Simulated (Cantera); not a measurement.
Input: 1 mol Fe3O4, 0.61 mol Cl2, 0.5 mol H2, at 10.0 mbar.

Equilibrium computed with Cantera from the NASA thermochemical tables; the gas is ideal and each condensed phase is pure. Candidate condensed phases: Fe, FeCl2, FeCl3, FeO, Fe(OH)2, Fe(OH)3, Fe2O3, Fe3O4, H2O; 22 gas species. Mutual solubility and eutectic melting of coexisting phases are not modelled. Condensed phases not in the tables: FeOCl. The numbers say what is thermodynamically allowed, not how fast it happens.

Q: What share of the Fe ends up in condensed phases as a function of T (°C), at 575, 650, 725, 800, 875, 950, 1025, 1100, 1175, 1250, 1325, 1400?

A: 
```json
[
 {"T (°C)": "575", "Fe condensed (%)": "96.7", "as": "Fe2O3(s) + Fe3O4(s)"},
 {"T (°C)": "650", "Fe condensed (%)": "96.5", "as": "Fe2O3(s) + Fe3O4(s)"},
 {"T (°C)": "725", "Fe condensed (%)": "96.1", "as": "Fe2O3(s) + Fe3O4(s)"},
 {"T (°C)": "800", "Fe condensed (%)": "95.7", "as": "Fe2O3(s) + Fe3O4(s)"},
 {"T (°C)": "875", "Fe condensed (%)": "95.3", "as": "Fe2O3(s) + Fe3O4(s)"},
 {"T (°C)": "950", "Fe condensed (%)": "94.9", "as": "Fe2O3(s) + Fe3O4(s)"},
 {"T (°C)": "1025", "Fe condensed (%)": "94.4", "as": "Fe2O3(s) + Fe3O4(s)"},
 {"T (°C)": "1100", "Fe condensed (%)": "94.1", "as": "Fe2O3(s) + Fe3O4(s)"},
 {"T (°C)": "1175", "Fe condensed (%)": "93.6", "as": "Fe3O4(s)"},
 {"T (°C)": "1250", "Fe condensed (%)": "92.5", "as": "Fe3O4(s)"},
 {"T (°C)": "1325", "Fe condensed (%)": "91.5", "as": "Fe3O4(s)"},
 {"T (°C)": "1400", "Fe condensed (%)": "90.5", "as": "Fe3O4(s)"}
]
```
